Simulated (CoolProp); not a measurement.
Vapour-liquid equilibrium of diethyl ether (1) + benzene (2) at 0.628 MPa; x and y are mole fractions of (1).

Model: multi-fluid Helmholtz-energy mixture model, Thol 2014 and Thol 2012; pair parameters Bell 2016, in CoolProp.

Question: Give the bubble temperature and the first vapour's composition at x = 0.45, 0.75, 0.85. Is there an azeotrope?

Answer: x = 0.45: 122.2 °C, y = 0.694; x = 0.75: 107.8 °C, y = 0.897; x = 0.85: 103.8 °C, y = 0.943. No azeotrope shows between x = 0.05 and 0.95.

Pair parameters are fitted to limited data, so mixtures are less certain than the pure fluids.
